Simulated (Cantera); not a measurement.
## Equilibrium for silicon carbide growth: CH3SiH3 + H2

Input: 1 mol CH3SiH3, 3.8 mol H2, held at 57.0 mbar.

Cantera equilibrium calculation (NASA polynomials, part measured and part estimated; ideal gas, pure solids and liquids). Candidate condensed phases: C, C6H6, C7H8, C8H18, Si, SiC; 87 gas species. The feed counts by its element totals alone. Gases not in the tables: Si2H6 and higher silanes. The numbers say what is thermodynamically allowed, not how fast it happens.

From 1573 K to 2323 K the condensed part is SiC(s). The main Si-bearing gas is SiH2 at 1573 K and Si at 2323 K.

```tsv
T (K)	x H2	x H	x Si	x C2H2 (acetylene)	n SiC(s)
1573	1.000	0.000170	4.23e-7	9.82e-9	1.000
1648	1.000	0.000373	1.16e-6	1.03e-7	1.000
1723	0.999	0.000764	3.04e-6	8.08e-7	1.000
1798	0.999	0.00147	8.34e-6	4.13e-6	1.000
1873	0.997	0.00270	2.38e-5	1.45e-5	1.000
1948	0.995	0.00472	6.58e-5	4.17e-5	0.999
2023	0.992	0.00792	0.000171	0.000107	0.998
2098	0.986	0.0128	0.000418	0.000254	0.996
2173	0.978	0.0200	0.000956	0.000567	0.991
2248	0.966	0.0302	0.00207	0.00119	0.981
2323	0.948	0.0444	0.00425	0.00237	0.959
```
x: gas mole fraction; n: condensed amount in mol.
